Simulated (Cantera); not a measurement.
**Equilibrium for silicon epitaxy and polysilicon growth: SiCl₄ + H₂**

Feed: 1 mol SiCl₄, 270 mol H₂, held at 19.0 mbar.

Cantera equilibrium calculation (NASA polynomials, part measured and part estimated; ideal gas, pure solids and liquids). Candidate condensed phases: Si; 19 gas species. The tables' values for SiCl₃ are old estimates; treat these amounts as uncertain. Rates play no part.

From 875 K to 1425 K the condensed part is Si(s). The main Si-bearing gas is SiCl₄ at 875 K and SiCl₂ at 1425 K. The share of Si in condensed phases is highest at 1225 K (86.2 %) and lowest at 875 K (15.2 %).

```csv
T (K),log p H₂,log p HCl,log p SiCl₄,log p SiHCl₃,log p SiCl₂,n Si(s)
875,-1.72,-4.17,-4.45,-4.66,-6.51,0.152
925,-1.72,-3.97,-4.55,-4.75,-6.05,0.304
975,-1.73,-3.81,-4.73,-4.89,-5.68,0.486
1025,-1.73,-3.69,-5.00,-5.11,-5.41,0.661
1075,-1.73,-3.63,-5.41,-5.42,-5.24,0.782
1125,-1.73,-3.60,-5.90,-5.79,-5.14,0.840
1175,-1.73,-3.59,-6.42,-6.18,-5.09,0.859
1225,-1.73,-3.59,-6.91,-6.56,-5.06,0.862
1275,-1.73,-3.59,-7.38,-6.92,-5.03,0.860
1325,-1.73,-3.59,-7.81,-7.25,-5.01,0.856
1375,-1.73,-3.59,-8.22,-7.55,-4.99,0.850
1425,-1.73,-3.59,-8.59,-7.84,-4.97,0.845
```
log p: log10 of the partial pressure in bar; n: condensed amount in mol.
